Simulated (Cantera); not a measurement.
**Hydrocarbon pyrolysis for carbon deposition**

An isothermal, constant-pressure homogeneous reactor starts with 47.6 % CH4, 52.4 % H2, at 1875 K and 1050 Torr.

Computed with Cantera and GRI-Mech 3.0 (53 species, 325 reactions). GRI-Mech 3.0 stops at C3 and has no aromatics, soot or wall deposition, so with more carbon than oxygen in the feed, carbon stays in small species such as C2H2 where larger ones or solid carbon would form.

```
t (s)      x CH4   x H2       x H    x CH2    x C2H6   x C2H4
--------  ------  -----  --------  -------  --------  -------
0.000400   0.313  0.628  0.000345  1.60e-6  0.000693  0.00913
0.000872   0.223  0.689  0.000382  1.23e-6  0.000357  0.00533
0.00190    0.139  0.745  0.000423  8.50e-7  0.000143  0.00326
0.00414   0.0766  0.787  0.000459  5.34e-7   4.60e-5  0.00256
0.00902   0.0395  0.811  0.000485  3.10e-7   1.33e-5  0.00246
0.0197    0.0214  0.824  0.000501  1.82e-7   4.67e-6  0.00250
0.0428    0.0150  0.828  0.000507  1.33e-7   2.82e-6  0.00252
0.0934    0.0140  0.828  0.000508  1.26e-7   2.60e-6  0.00253
0.203     0.0140  0.828  0.000508  1.26e-7   2.60e-6  0.00253
0.443     0.0140  0.828  0.000508  1.26e-7   2.60e-6  0.00253
0.966     0.0140  0.828  0.000508  1.26e-7   2.60e-6  0.00253
2.11      0.0140  0.828  0.000508  1.26e-7   2.60e-6  0.00253
4.59      0.0140  0.828  0.000508  1.26e-7   2.60e-6  0.00253
10.0      0.0140  0.828  0.000508  1.26e-7   2.60e-6  0.00253
```
x: mole fraction; the columns are a selection and need not sum to one.

Equilibrium at this temperature and pressure: CH4 0.0140, H2 0.828, H 0.000508, CH2 1.26e-7, C2H6 2.60e-6, C2H4 0.00253 (gas phase only).
